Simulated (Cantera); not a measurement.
Charge: 1 mol Fe2O3, 11 mol H2, 2.5 mol N2, equilibrated at 0.560 bar.

Equilibrium computed with Cantera from the NASA thermochemical tables; the gas is ideal and each condensed phase is pure. Candidate condensed phases: Fe, FeO, Fe(OH)2, Fe(OH)3, Fe2O3, Fe3O4, H2O; 27 gas species. Mutual solubility and eutectic melting of coexisting phases are not modelled. The tables' stoichiometric FeO is somewhat more stable than real wüstite, so its field is too wide. FeO: taken at fixed stoichiometry. Rates play no part.

x: gas mole fraction; n: condensed amount in mol.

| T (K) | x H2 | x H2O | x N2 | x H | x Fe | x Fe(OH)2 | x OH | n Fe(γ) | n FeO(s) | n Fe(δ) | n Fe(l) |
|---|---|---|---|---|---|---|---|---|---|---|---|
| 1373 | 0.598 | 0.217 | 0.185 | 3.44e-6 | 1.39e-8 | 8.92e-7 | 2.23e-8 | 1.93 | 0.0723 | 0 | 0 |
| 1473 | 0.593 | 0.222 | 0.185 | … | … | … | … | 2.00 | 0 | 0 | 0 |
| 1573 | 0.593 | 0.222 | 0.185 | … | … | … | … | 2.00 | 0 | 0 | 0 |
| 1673 | 0.593 | 0.222 | 0.185 | 0.000117 | 7.17e-6 | 1.17e-5 | 2.11e-6 | 0 | 0 | 2.00 | 0 |
| 1773 | 0.592 | 0.222 | 0.185 | 0.000293 | 3.53e-5 | 2.24e-5 | 6.80e-6 | 0 | 0 | 2.00 | 0 |
| 1873 | 0.592 | 0.222 | 0.185 | 0.000664 | 0.000141 | 3.88e-5 | 1.93e-5 | 0 | 0 | 0 | 2.00 |
| 1973 | 0.591 | 0.222 | 0.185 | 0.00139 | 0.000479 | 6.21e-5 | 4.94e-5 | 0 | 0 | 0 | 1.99 |

### Question
Complete the blanks.

### Answer

- 1473, x H: 1.30e-5
- 1473, x Fe: 1.49e-7
- 1473, x Fe(OH)2: 2.45e-6
- 1473, x OH: 1.27e-7
- 1573, x H: 4.18e-5
- 1573, x Fe: 1.17e-6
- 1573, x Fe(OH)2: 5.63e-6
- 1573, x OH: 5.66e-7
